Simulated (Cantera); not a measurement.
What does this Cantera script print?

```python
import numpy as np
import cantera as ct

gas_names = """
    C CH CH2 CH3 CH2OH CH3O CH4 CH3OH CO CO2 COOH C2 C2H CHCO,ketyl C2H2,acetylene C2H2,vinylidene
    CH2CO,ketene C2H3,vinyl CH3CO,acetyl C2H4 C2H4O,ethylen CH3CHO,ethanal CH3COOH (HCOOH)2 C2H5 C2H6
    CH3OCH3 C2H5OH C2O C3 C3H3,propargyl C3H4,allene C3H4,propyne C3H4,cyclo- C3H5,allyl C3H6,propylene
    C3H6,cyclo- C3H6O C3H7,n-propyl C3H7,i-propyl C3H8 C3H8O,1propanol C3H8O,2propanol C3O2 C4 C4H2
    C4H4,1,3-cyclo- C4H6,butadiene C4H6,2-butyne C4H6,cyclo- C4H8,1-butene C4H8,cis2-buten
    C4H8,tr2-butene C4H8,isobutene C4H8,cyclo- (CH3COOH)2 C4H9,n-butyl C4H9,i-butyl C4H9,s-butyl
    C4H9,t-butyl C4H10,isobutane C4H10,n-butane C5 C5H6,1,3cyclo- C5H8,cyclo- C5H10,1-pentene
    C5H10,cyclo- C5H11,pentyl C5H11,t-pentyl C5H12,n-pentane C5H12,i-pentane CH3C(CH3)2CH3 C6H2
    C6H5,phenyl C6H5O,phenoxy C6H6 C6H5OH,phenol C6H10,cyclo- C6H12,1-hexene C6H12,cyclo- C6H13,n-hexyl
    C7H7,benzyl C7H8 C7H8O,cresol C7H14,1-heptene C7H15,n-heptyl C7H16,n-heptane C8H8,styrene
    C8H10,ethylbenz C8H16,1-octene C8H17,n-octyl C8H18,isooctane C8H18,n-octane C9H19,n-nonyl
    C10H8,naphthale C10H21,n-decyl C12H9,o-bipheny C12H10,bipheny H HCO HO2 H2 HCHO,formaldehy HCOOH H2O
    H2O2 O OH O2 O3 Ta TaO TaO2
""".split()
cond_names = """
    C(gr) C6H6(L) C7H8(L) C8H18(L),n-octa H2O(s) H2O(L) Ta(cr) Ta(L) TaC(s) TaC(L) Ta2O5(s) Ta2O5(L)
""".split()


def load(file, names, dense=False):
    # The tables refer to 1 bar. Condensed volumes are neglected.
    table = {s.name: s for s in ct.Species.list_from_file(file)}
    out = []
    for n in names:
        d = dict(table[n].input_data)
        d["thermo"] = dict(d["thermo"], **{"reference-pressure": 1e5})
        if dense:
            d["equation-of-state"] = {"model": "constant-volume", "density": "1e6 g/cm^3"}
        out.append(ct.Species.from_dict(d))
    return out


gas = ct.Solution(thermo="ideal-gas", species=load("nasa_gas.yaml", gas_names))
cond = {s.name: ct.Solution(thermo="fixed-stoichiometry", species=[s], name=s.name)
        for s in load("nasa_condensed.yaml", cond_names, dense=True)}
atoms = {
    'Ta2O5': {'Ta': 2, 'O': 5},
    'C': {'C': 1},
    'H2': {'H': 2},
}
top_T = {'C(gr)': 4500}  # K; cautious upper limits of use, not melting points


def equilibrate(T, P, feed):
    n = {}
    for name, mol in feed.items():
        for a, k in atoms[name].items():
            n[a] = n.get(a, 0.0) + k * mol
    gas.TPX = T, P, n
    mass = sum(n.values()) * gas.mean_molecular_weight
    gas.equilibrate("TP")
    valid = [c for c in cond.values() if c.min_temp <= T <= top_T.get(c.name, c.max_temp)]
    mix = ct.Mixture([(gas, mass / gas.mean_molecular_weight)] + [(c, 0.0) for c in valid])
    mix.T, mix.P = T, P
    mix.equilibrate("TP", solver="vcs", rtol=1e-11, max_steps=5000)
    return mix


results = []
feed = {'Ta2O5': 1, 'C': 5.1, 'H2': 0.29}  # mol
P = 9500  # Pa
for T in [825, 925, 1025, 1125, 1225, 1325, 1425, 1525, 1625, 1725, 1825, 1925, 2025, 2125]:
    mix = equilibrate(T, P, feed)
    results.append((T, P, feed, dict(zip(mix.species_names, mix.species_moles))))

top = {s: max(r[3][s] / sum(r[3][g] for g in gas_names) for r in results) for s in gas_names}
cols = sorted((s for s in top if top[s] > 0.001), key=lambda s: -top[s])[:7]
seen = [c for c in cond_names if any(r[3].get(c, 0) > 1e-12 for r in results)]
print("log10 of partial pressures in bar; condensed amounts in mol")
print(f"{'T/K':>10s}" + "".join(f"{s[:9]:>10s}" for s in cols + seen))
for T, P, feed, n in results:
    ng = sum(n[g] for g in gas_names)
    print(f"{T:10.4g}" + "".join(f"{np.log10(max(n[s] / ng * P / 1e5, 1e-99)):10.3f}" for s in cols)
          + "".join(f"{n.get(c, 0):10.4g}" for c in seen))
```

Output:

```
log10 of partial pressures in bar; condensed amounts in mol
       T/K        H2        CO       CH4         H     C(gr)    TaC(s)  Ta2O5(s)  Ta2O5(L)
       825    -1.056    -5.994    -2.155   -11.628      5.08 2.435e-06         1         0
       925    -1.032    -4.367    -2.707   -10.100     5.094 5.855e-05         1         0
      1025    -1.029    -3.064    -3.192    -8.876     5.094  0.001082    0.9995         0
      1125    -1.072    -1.999    -3.684    -7.888     5.051   0.01373    0.9931         0
      1225    -1.747    -1.114    -5.376    -7.380     3.353    0.4995    0.7503         0
      1325    -2.155    -1.056    -6.977    -6.864         0     1.458    0.2708         0
      1425    -2.155    -1.056    -7.684    -6.244         0     1.458    0.2708         0
      1525    -2.156    -1.056    -8.296    -5.704         0     1.458    0.2708         0
      1625    -2.156    -1.056    -8.831    -5.229         0     1.458    0.2708         0
      1725    -2.157    -1.056    -9.301    -4.809         0     1.459    0.2707         0
      1825    -2.157    -1.056    -9.719    -4.435         0     1.459    0.2707         0
      1925    -2.159    -1.056   -10.092    -4.099         0     1.459    0.2707         0
      2025    -2.162    -1.056   -10.429    -3.797         0     1.459    0.2707         0
      2125    -2.167    -1.057   -10.723    -3.523         0     1.459         0    0.2706
```

Method: chemical equilibrium by Gibbs-energy minimisation in Cantera with the NASA 1993 tables (ideal gas, pure condensed phases). Mutual solubility and eutectic melting of coexisting phases are not modelled. TaC: taken at fixed stoichiometry. Condensed phases not in the tables: Ta2C.
